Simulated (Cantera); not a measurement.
Charge: 1 mol Ti(OiPr)₄, 4.1 mol CH₄, at 1075 °C and 0.430 bar.

Cantera equilibrium calculation (NASA polynomials, part measured and part estimated; ideal gas, pure solids and liquids). Candidate condensed phases: C, C₆H₆, C₇H₈, C₈H₁₈, H₂O, Ti, TiC, TiO, TiO₂, Ti₂O₃, Ti₃O₅, Ti₄O₇; 113 gas species. The feed counts by its element totals alone. Equilibrium is a limit: real reactors are often held back by kinetics, nucleation or transport.

Base state: H₂ 0.903, CO 0.0951, CH₄ 0.00204, H₂O 0.000215, CO₂ 1.16e-5 (mole fractions); condensed: C(graphite) + Ti₃O₅(s).

What changes in the equilibrium state with this change: pressure from 0.430 bar to 13.3 mbar?


| species | before | after |
|---|---|---|
| H₂ | 0.903 | 0.847 |
| CO | 0.0951 | 0.153 |
| CH₄ | 0.00204 | 5.58e-5 |
| H₂O | 0.000215 | 1.01e-5 |
| CO₂ | 1.16e-5 | 9.26e-7 |
| C(graphite), mol | 13.7 | 11.1 |
| Ti₃O₅(s), mol | 0.333 | 0 |
| TiC(s), mol | 0 | 1.00 |
TiC: taken at fixed stoichiometry.

What changes in the equilibrium state with this change: temperature from 1075 °C to 1127 °C?


| species | before | after |
|---|---|---|
| H₂ | 0.903 | 0.862 |
| CO | 0.0951 | 0.136 |
| CH₄ | 0.00204 | 0.00138 |
| CO₂ | 1.16e-5 | 1.37e-5 |
| H₂O | 0.000215 | 0.000188 |
| C(graphite), mol | 13.7 | 11.9 |
| Ti₃O₅(s), mol | 0.333 | 0.100 |
| TiC(s), mol | 0 | 0.699 |
Mutual solubility and eutectic melting of coexisting phases are not modelled. TiC: taken at fixed stoichiometry.

What changes in the equilibrium state with this change: pressure from 0.430 bar to 35.0 mbar?


```
species             before     after
----------------  --------  --------
H₂                   0.903     0.847
CO                  0.0951     0.153
CH₄                0.00204  0.000147
H₂O               0.000215   2.64e-5
CO₂                1.16e-5   2.43e-6
H                  3.35e-6   1.14e-5
C(graphite), mol      13.7      11.1
Ti₃O₅(s), mol        0.333         0
TiC(s), mol              0      1.00
```
TiC: taken at fixed stoichiometry.
